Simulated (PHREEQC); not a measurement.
H3PO4 is added in steps, without added water, to 1 kg of water holding 0.015 mol/kgw ZnCl2, 0.036 mol/kgw NaCl and 8.3e-05 mol/kgw H2SO4, at 87 °C. Oxygen is held at 0.21 atm. The system is closed to CO2. Precipitation was switched off in this run.

Base run: PHREEQC, ion-association model, wateq4f.dat. Each further column changes one thing. The table gives HSO4- (mol/kgw).

```json
[
 {"H3PO4 added (mol)": "0", "base": "1.68e-6", "NaCl from 0.036 to 0.0396 mol/kgw": "1.67e-6", "ZnCl2 left out": "2.74e-6", "H2SO4 from 8.3e-05 to 4.15e-05 mol/kgw": "4.39e-7", "solids may form": "1.68e-6"},
 {"H3PO4 added (mol)": "0.00013", "base": "2.86e-6", "NaCl from 0.036 to 0.0396 mol/kgw": "2.85e-6", "ZnCl2 left out": "[?]", "H2SO4 from 8.3e-05 to 4.15e-05 mol/kgw": "1.05e-6", "solids may form": "2.86e-6"},
 {"H3PO4 added (mol)": "0.000195", "base": "3.43e-6", "NaCl from 0.036 to 0.0396 mol/kgw": "3.41e-6", "ZnCl2 left out": "[?]", "H2SO4 from 8.3e-05 to 4.15e-05 mol/kgw": "1.34e-6", "solids may form": "3.43e-6"},
 {"H3PO4 added (mol)": "0.000325", "base": "4.51e-6", "NaCl from 0.036 to 0.0396 mol/kgw": "4.49e-6", "ZnCl2 left out": "7.25e-6", "H2SO4 from 8.3e-05 to 4.15e-05 mol/kgw": "[?]", "solids may form": "4.51e-6"},
 {"H3PO4 added (mol)": "0.00039", "base": "5.02e-6", "NaCl from 0.036 to 0.0396 mol/kgw": "5.00e-6", "ZnCl2 left out": "8.04e-6", "H2SO4 from 8.3e-05 to 4.15e-05 mol/kgw": "2.16e-6", "solids may form": "5.02e-6"},
 {"H3PO4 added (mol)": "0.00052", "base": "6.01e-6", "NaCl from 0.036 to 0.0396 mol/kgw": "5.98e-6", "ZnCl2 left out": "9.54e-6", "H2SO4 from 8.3e-05 to 4.15e-05 mol/kgw": "2.67e-6", "solids may form": "6.01e-6"},
 {"H3PO4 added (mol)": "0.000585", "base": "6.48e-6", "NaCl from 0.036 to 0.0396 mol/kgw": "6.45e-6", "ZnCl2 left out": "1.02e-5", "H2SO4 from 8.3e-05 to 4.15e-05 mol/kgw": "2.92e-6", "solids may form": "6.48e-6"},
 {"H3PO4 added (mol)": "0.000715", "base": "7.39e-6", "NaCl from 0.036 to 0.0396 mol/kgw": "7.36e-6", "ZnCl2 left out": "1.16e-5", "H2SO4 from 8.3e-05 to 4.15e-05 mol/kgw": "[?]", "solids may form": "7.39e-6"},
 {"H3PO4 added (mol)": "0.00078", "base": "7.82e-6", "NaCl from 0.036 to 0.0396 mol/kgw": "7.79e-6", "ZnCl2 left out": "1.22e-5", "H2SO4 from 8.3e-05 to 4.15e-05 mol/kgw": "3.61e-6", "solids may form": "7.82e-6"},
 {"H3PO4 added (mol)": "0.00091", "base": "8.66e-6", "NaCl from 0.036 to 0.0396 mol/kgw": "8.63e-6", "ZnCl2 left out": "1.34e-5", "H2SO4 from 8.3e-05 to 4.15e-05 mol/kgw": "4.04e-6", "solids may form": "8.66e-6"},
 {"H3PO4 added (mol)": "0.000975", "base": "9.07e-6", "NaCl from 0.036 to 0.0396 mol/kgw": "9.03e-6", "ZnCl2 left out": "1.40e-5", "H2SO4 from 8.3e-05 to 4.15e-05 mol/kgw": "4.25e-6", "solids may form": "9.07e-6"},
 {"H3PO4 added (mol)": "0.001105", "base": "9.85e-6", "NaCl from 0.036 to 0.0396 mol/kgw": "9.81e-6", "ZnCl2 left out": "1.51e-5", "H2SO4 from 8.3e-05 to 4.15e-05 mol/kgw": "[?]", "solids may form": "9.85e-6"},
 {"H3PO4 added (mol)": "0.00117", "base": "1.02e-5", "NaCl from 0.036 to 0.0396 mol/kgw": "1.02e-5", "ZnCl2 left out": "1.57e-5", "H2SO4 from 8.3e-05 to 4.15e-05 mol/kgw": "4.84e-6", "solids may form": "1.02e-5"},
 {"H3PO4 added (mol)": "0.0013", "base": "1.10e-5", "NaCl from 0.036 to 0.0396 mol/kgw": "1.09e-5", "ZnCl2 left out": "1.67e-5", "H2SO4 from 8.3e-05 to 4.15e-05 mol/kgw": "5.22e-6", "solids may form": "1.10e-5"}
]
```

### Question
Fill in the missing entries.

### Answer

- 0.00013, ZnCl2 left out: 4.67e-6
- 0.000195, ZnCl2 left out: 5.57e-6
- 0.000325, H2SO4 from 8.3e-05 to 4.15e-05 mol/kgw: 1.90e-6
- 0.000715, H2SO4 from 8.3e-05 to 4.15e-05 mol/kgw: 3.38e-6
- 0.001105, H2SO4 from 8.3e-05 to 4.15e-05 mol/kgw: 4.65e-6

H3PO4, which wateq4f.dat lacks, is added to it with the constant of phreeqc.dat. At this temperature some constants are extrapolated from 25 °C, and those without enthalpy data are left unchanged. The database has no phosphate complexes of Zn. Solids allowed in the column 'solids may form': Zn(OH)2-e, Zn4(OH)6SO4, Zn5(OH)8Cl2, Zn3(PO4)2:4w, Halite, Mirabilite, Goslarite.
